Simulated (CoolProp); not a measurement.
The fluid at 293.15 K and 0.416 MPa is compressed adiabatically to 2.85 MPa with isentropic efficiency 0.8. The same conditions are run with several fluids, on thermodynamics alone (safety and materials aside).

The numbers come from the reference Helmholtz-energy equation of state of each fluid (propyne: Polt 1992; R115: Lemmon 2016; oxygen: Schmidt 1985; C3F8 (R218): Lemmon 2006; nitrogen: Span 2000) in CoolProp. The equations of Platzer and Polt are older, rougher fits.

```tsv
fluid	work (kJ/kg)	final temperature (K)	final phase	final density (kg/m³)
propyne	(withheld)	403.9	gas	42.4
R115	32.9	365.4	gas	228
oxygen	243	(withheld)	gas	19.8
C3F8 (R218)	24.6	355.8	(withheld)	361
nitrogen	(withheld)	(withheld)	gas	16.9
```

### Question
Some entries are withheld; supply them.

### Answer

- propyne, work (kJ/kg): 145
- oxygen, final temperature (K): 549.7
- C3F8 (R218), final phase: supercritical
- nitrogen, work (kJ/kg): 280
- nitrogen, final temperature (K): 559.8

Above 300 K oxygen's equation is extrapolated.
